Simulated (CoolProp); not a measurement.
R236FA along the isobar 10.3 bar: density (kg/m³) from the reference equation and from simpler models built on Tc = 398.1 K, pc = 31.91 bar, ω = 0.377; each cubic takes its own stable root.

Model: reference Helmholtz-energy equation of state, Pan 2012, in CoolProp.

| T (K) | phase | reference |
|---|---|---|
| 311.3 | liquid | 1317 |
| 318.7 | liquid | 1289 |
| 326.1 | liquid | 1260 |
| 333.4 | liquid | 1230 |
| 340.8 | liquid | 1196 |
| 348.2 | gas | 69.86 |
| 355.6 | gas | 66.46 |
| 363 | gas | 63.58 |
| 370.4 | gas | 61.08 |
| 377.8 | gas | 58.87 |
| 385.2 | gas | 56.90 |
| 392.6 | gas | 55.11 |
| 400 | gas | 53.48 |

**Question.** How far does each simpler model (van der Waals, Redlich-Kwong, Soave-Redlich-Kwong, Peng-Robinson) lie from the reference over these 13 states: mean and median of the absolute difference, and the worst?

**Answer.** 
- van der Waals: mean 39.1 %, median 6.9 %, worst -94.5 % at 340.8 K and 10.3 bar
- Redlich-Kwong: mean 19.6 %, median 3.5 %, worst -94.2 % at 340.8 K and 10.3 bar
- Soave-Redlich-Kwong: mean 5.0 %, median 1.7 %, worst -12.8 % at 340.8 K and 10.3 bar
- Peng-Robinson: mean 0.8 %, median 0.8 %, worst +1.7 % at 311.3 K and 10.3 bar

At some of these states van der Waals, Redlich-Kwong gives the other phase, because its saturation line lies elsewhere.
